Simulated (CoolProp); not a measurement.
The fluid at 293.15 K and 0.401 MPa (gas) is heated at constant pressure to 312 K. The same conditions are run with several fluids, on thermodynamics alone (safety and materials aside).

Model: reference Helmholtz-energy equation of state of each fluid (CH2F2 (R32): Tillner-Roth 1997; CF4 (R14): Platzer 1990; hydrogen chloride: Thol 2018; R1132(E): Akasaka 2024; carbonyl sulfide: Lemmon 2006), in CoolProp. The equations of Platzer and Polt are older, rougher fits.

| fluid | heat (kJ/kg) | final density (kg/m³) |
|---|---|---|
| CH2F2 (R32) | 17.4 | [?] |
| CF4 (R14) | 13.4 | 13.8 |
| hydrogen chloride | [?] | [?] |
| R1132(E) | 18.8 | 10.3 |
| carbonyl sulfide | [?] | 9.67 |

**Question.** What belongs in the gaps?

**Answer.** 
- CH2F2 (R32), final density (kg/m³): 8.40
- hydrogen chloride, heat (kJ/kg): 15.8
- hydrogen chloride, final density (kg/m³): 5.76
- carbonyl sulfide, heat (kJ/kg): 13.9
